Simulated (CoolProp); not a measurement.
The numbers come from the reference Helmholtz-energy equation of state, Lemmon 2005 in CoolProp.

Question: Give the vapour pressure (kPa), vapour density (kg/m³), surface tension (mN/m) of saturated R125 at 17.15, 23.15 °C.

Answer: 
```csv
T (°C),p (kPa),vapour density (kg/m³),surface tension (mN/m)
17.15,1110,71.6,4.78
23.15,1310,85.7,4.07
```

Surface tension comes from a separate correlation (Mulero 2012).
